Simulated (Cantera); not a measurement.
**Gas-phase reforming**

An isothermal, constant-pressure homogeneous reactor starts with 41.7 % CH₄, 58.3 % H₂O, at 1725 K and 2.17 atm.

Detailed kinetics in Cantera: GRI-Mech 3.0 (53 species, 325 reactions).

```csv
t (s),x CH₄,x H₂O,x CH₂CO,x C₂H,x CH₂O,x CH₃
1.00e-6,0.417,0.583,<1e-12,<1e-12,4.28e-10,7.53e-5
3.55e-6,0.416,0.583,<1e-12,<1e-12,1.59e-8,0.000263
1.26e-5,0.415,0.583,2.51e-12,<1e-12,4.96e-7,0.000741
4.46e-5,0.412,0.583,1.13e-9,1.23e-11,6.20e-6,0.00126
0.000158,0.396,0.579,2.60e-7,1.01e-9,3.34e-5,0.00183
0.000562,0.335,0.556,1.53e-5,2.17e-8,3.82e-5,0.00157
0.00199,0.230,0.506,5.98e-5,7.45e-8,1.66e-5,0.000937
0.00707,0.121,0.450,7.86e-5,1.15e-7,6.41e-6,0.000473
0.0251,0.0556,0.388,7.10e-5,1.26e-7,2.39e-6,0.000218
0.0890,0.0372,0.301,3.96e-5,8.87e-8,1.02e-6,0.000137
0.316,0.0271,0.199,1.29e-5,4.05e-8,4.19e-7,9.12e-5
1.12,0.0149,0.124,2.50e-6,1.07e-8,2.10e-7,4.73e-5
3.97,0.00451,0.0903,2.58e-7,8.93e-10,1.55e-7,1.39e-5
14.1,0.000298,0.0837,9.03e-9,3.70e-12,1.41e-7,9.16e-7
50.0,1.57e-6,0.0833,4.52e-11,<1e-12,1.40e-7,4.84e-9
```
x: mole fraction; the columns are a selection and need not sum to one.

Equilibrium at this temperature and pressure: CH₄ 1.72e-6, H₂O 0.0834, CH₂CO 4.94e-11, C₂H <1e-12, CH₂O 1.40e-7, CH₃ 5.29e-9 (gas phase only).
